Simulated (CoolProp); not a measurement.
Nitrogen at 298.15 K and 6.44 MPa is throttled through a valve to 3.49 MPa with no heat exchange. Each further row changes one setting.

Model: reference Helmholtz-energy equation of state, Span 2000, in CoolProp.

| case | temperature change (K) | final phase | final density (kg/m³) |
|---|---|---|---|
| as stated | -5.3 | supercritical | 40.4 |
| outlet pressure 1.05 MPa | -10.5 | gas | 12.3 |
| outlet pressure 4.54 MPa | -3.3 | supercritical | 52.2 |
